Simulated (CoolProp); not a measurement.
Dimethyl carbonate along the isobar 11500 kPa: density (kg/m³) from the reference equation and from simpler models built on Tc = 283.9 °C, pc = 4909 kPa, ω = 0.346; each cubic takes its own stable root.

Computed with CoolProp (reference Helmholtz-energy equation of state, Zhou 2011).

```csv
T (°C),phase,reference,van der Waals,Redlich-Kwong
235.55,liquid,770.7,501.9,658.9
244.25,liquid,754.0,495.0,644.1
252.95,liquid,736.5,487.8,628.9
261.65,liquid,717.9,480.5,613.3
270.45,liquid,697.9,472.9,597.0
279.15,liquid,676.6,465.2,580.3
287.85,supercritical,653.4,457.3,563.2
296.55,supercritical,628.1,449.1,545.5
305.35,supercritical,600.0,440.6,527.1
314.05,supercritical,569.9,432.0,508.4
```
